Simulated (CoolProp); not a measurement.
Model: reference Helmholtz-energy equation of state, Akasaka 2024, in CoolProp.

### Question
For R1132(E), give the phase and the density (kg/m³), cp (kJ/(kg K)), cv (kJ/(kg K)), expansivity (1/kK) at -27.65 °C and 1.18 MPa.

### Answer
- -27.65 °C and 1.18 MPa: liquid; density 1080, cp 1.66, cv 1.06, expansivity 2.45
